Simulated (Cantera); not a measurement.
Halide evaporation, hydrolysis and transport: NaCl + O2 + N2

A closed system holds: 1 mol NaCl, 0.12 mol O2, 440 mol N2, at 2.03 Torr.

Cantera equilibrium calculation (NASA polynomials, part measured and part estimated; ideal gas, pure solids and liquids). Candidate condensed phases: Na, NaCl, NaO2, Na2O, Na2O2; 18 gas species. The numbers say what is thermodynamically allowed, not how fast it happens.

```csv
T (K),log p N2,log p NaCl,log p Cl,log p Na,log p O,log p O2
1000,-2.57,-5.24,-10.92,-10.92,-12.87,-6.13
1200,-2.57,-5.21,-9.10,-9.10,-10.67,-6.14
1400,-2.57,-5.21,-7.80,-7.80,-9.10,-6.16
1600,-2.57,-5.22,-6.84,-6.84,-7.94,-6.20
1800,-2.57,-5.27,-6.11,-6.11,-7.06,-6.30
2000,-2.57,-5.45,-5.59,-5.59,-6.44,-6.54
2200,-2.57,-5.90,-5.31,-5.31,-6.09,-7.05
```
log p: log10 of the partial pressure in bar; nothing condenses.

From 1000 K to 2200 K nothing is condensed. The main Na-bearing gas is NaCl at 1000 K and Na at 2200 K.
